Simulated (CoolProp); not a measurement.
Saturation properties of R22 (Tc = 96.1 °C, pc = 4.990 MPa, ω = 0.221).

Values from CoolProp's reference Helmholtz-energy equation of state, Kamei 1995.

```
T (°C)  p (MPa)  liquid cp (kJ/(kg K))  vapour viscosity (µPa s)
------  -------  ---------------------  ------------------------
-30.45   0.1608                  1.104                      11.2
-26.25   0.1915                  1.111                      11.4
-22.15   0.2256                  1.119                      11.6
-17.95   0.2653                  1.127                      11.8
-13.75   0.3101                  1.136                      12.0
-9.65    0.3592                  1.145                      12.2
-5.45    0.4154                  1.155                       ___
-1.25    0.4780                  1.166                      12.6
2.85     0.5458                  1.177                      12.8
7.05     0.6225                  1.190                      13.0
11.25       ___                  1.203                       ___
15.35    0.7973                  1.218                      13.4
19.55    0.8986                  1.234                      13.7
23.75     1.009                  1.251                       ___
27.85     1.126                  1.270                      14.1
```

Some entries are withheld; supply them.


- -5.45, vapour viscosity (µPa s): 12.4
- 11.25, p (MPa): 0.7069
- 11.25, vapour viscosity (µPa s): 13.2
- 23.75, vapour viscosity (µPa s): 13.9

It boils at -40.8 °C under 1 atm.

Viscosity comes from a separate model (Bell 2016), an estimate that may be off by 10 % or more.
